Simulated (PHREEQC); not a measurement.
A solution holds 0.00064 mol KOH and 0.0015 mol NaAlO2 per kg of water, at 25 °C. Closed to the air; pH follows from the charge balance.

Equilibrium calculation in PHREEQC: ion-association model, phreeqc.dat.

This is a speciation only: nothing precipitates in the calculation.

**Question.** Estimate the pH.

**Answer.** pH 10.78.

Saturation is exceeded, for instance for Gibbsite (slow to form); the values hold only as long as no solid forms. Complexes and solids missing from the database can't appear.
